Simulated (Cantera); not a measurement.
A freely propagating, adiabatic, planar premixed flame of 38.7 % H2, 12.9 % O2, 48.4 % N2, equivalence ratio 1.5, unburnt at 475 K and 750 Torr; mixture-averaged transport, grid criteria slope 0.08 and curve 0.16, no radiation.

Cantera simulation using the H2/O2 subset of GRI-Mech 3.0, which has no nitrogen chemistry; the numbers are that mechanism's predictions, not measurements. Burning velocities carry a grid error of a few per cent, more on coarse grids.

Task: Predict: laminar burning velocity; thermal thickness; peak x(H2O2); peak x(OH); peak x(HO2).

Result: 
| Property | Result |
|---|---|
| laminar burning velocity | 613 cm/s |
| thermal thickness | 0.410 mm |
| peak x(H2O2) | 3.57e-5 |
| peak x(OH) | 0.0102 |
| peak x(HO2) | 0.000382 |
